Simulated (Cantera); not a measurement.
Carbothermic reduction: Fe2O3 + CH4 + CO

A closed system holds: 1 mol Fe2O3, 0.6 mol CH4, 0.61 mol CO, held at 0.0825 Torr.

Method: chemical equilibrium by Gibbs-energy minimisation in Cantera with the NASA 1993 tables (ideal gas, pure condensed phases). Candidate condensed phases: C, C6H6, C7H8, C8H18, Fe, Fe(CO)5, FeO, Fe(OH)2, Fe(OH)3, Fe2O3, Fe3O4, H2O; 114 gas species. The tables' stoichiometric FeO is somewhat more stable than real wüstite, so its field is too wide. FeO: taken at fixed stoichiometry. The numbers say what is thermodynamically allowed, not how fast it happens.

```
T (K)   x CO   x Fe     x H       x O     x H2    x H2O    x CO2      x O2     x FeO      x OH  n FeO(l)
-----  -----  -----  ------  --------  -------  -------  -------  --------  --------  --------  --------
1773   0.369  0.111  0.0135   2.64e-5    0.248    0.183   0.0735   8.67e-6  0.000888  0.000619      1.69
1873   0.280  0.210  0.0234  0.000350    0.144    0.227    0.107  0.000242   0.00476   0.00286      1.33
1973   0.175  0.305  0.0322   0.00433   0.0627    0.235    0.146   0.00701    0.0213    0.0114     0.775
2073   0.123  0.362  0.0472    0.0246   0.0354    0.170    0.121    0.0505    0.0410    0.0257         0
2173   0.145  0.342  0.0937    0.0555   0.0415    0.116   0.0782    0.0655    0.0278    0.0350         0
2273   0.157  0.314   0.159     0.105   0.0396   0.0605   0.0435    0.0670    0.0170    0.0378         0
2373   0.158  0.287   0.224     0.165   0.0283   0.0221   0.0212    0.0534   0.00945    0.0310         0
2473   0.156  0.268   0.266     0.221   0.0156  0.00575  0.00939    0.0335   0.00490    0.0197         0
2573   0.154  0.258   0.285     0.260  0.00756  0.00125  0.00398    0.0175   0.00246    0.0106         0
```
x: gas mole fraction; n: condensed amount in mol.

From 1773 K to 1973 K the condensed part is FeO(l). From 2073 K to 2573 K nothing is condensed. The main Fe-bearing gas is Fe throughout.
